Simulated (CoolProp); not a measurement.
Vapour-liquid equilibrium of n-hexane (1) + toluene (2) at 293.6 K; x and y are mole fractions of (1).

Computed with CoolProp (multi-fluid Helmholtz-energy mixture model, Thol 2019 and Lemmon 2006; pair parameters Bell 2016).

Question: Give the bubble pressure and the first vapour's composition at x = 0.2, 0.5, 0.95. Is there an azeotrope?

Answer: x = 0.2: 0.007046 MPa, y = 0.651; x = 0.5: 0.01099 MPa, y = 0.842; x = 0.95: 0.01591 MPa, y = 0.985. No azeotrope shows between x = 0.05 and 0.95.

Pair parameters are fitted to limited data, so mixtures are less certain than the pure fluids.
